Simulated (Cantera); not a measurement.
An isothermal, constant-pressure homogeneous reactor starts with N₂O = 1 (molar parts), at 1098 K and 68000 Pa.

Detailed kinetics in Cantera: GRI-Mech 3.0 (53 species, 325 reactions). GRI-Mech 3.0 was tuned for natural gas; its chemistry of N2O as a main component is partial and can be far from experiment. The mechanism lacks the step 2 NO + O2 → 2 NO2, which can matter for NO2 below about 1400 K. The temperature is held fixed by assumption; the heat of reaction is taken as removed at once.

x: mole fraction; the columns are a selection and need not sum to one.

```
t (s)     x N₂O     x NO₂      x NO      x O      x N₂
--------  -----  --------  --------  -------  --------
2.00e-5   1.000    <1e-12   3.25e-8  2.43e-7   7.08e-7
5.49e-5   1.000    <1e-12   1.38e-7  3.02e-7   2.28e-6
0.000151  1.000  2.89e-12   4.51e-7  3.07e-7   6.75e-6
0.000413  1.000  2.44e-11       [?]  3.07e-7       [?]
0.00113   1.000  1.92e-10   3.66e-6  3.07e-7   5.27e-5
0.00311   1.000   1.45e-9   1.01e-5  3.07e-7  0.000145
0.00854   0.999       [?]       [?]  3.06e-7       [?]
0.0234    0.998   7.71e-8   7.63e-5  3.06e-7   0.00109
0.0643    0.995   5.10e-7  0.000209  3.06e-7   0.00299
0.176     0.987   2.81e-6  0.000568  3.05e-7   0.00817
0.484     0.966   1.13e-5   0.00153  3.03e-7    0.0220
1.33      0.910   3.45e-5   0.00398  2.97e-7    0.0579
3.64      0.780   8.78e-5   0.00962  2.80e-7     0.142
10.0      0.536  0.000183    0.0196  2.40e-7     0.300
```

Task: Fill in the missing entries.

Result: 
- 0.000413, x NO: 1.31e-6
- 0.000413, x N₂: 1.90e-5
- 0.00854, x NO₂: 1.07e-8
- 0.00854, x NO: 2.78e-5
- 0.00854, x N₂: 0.000398
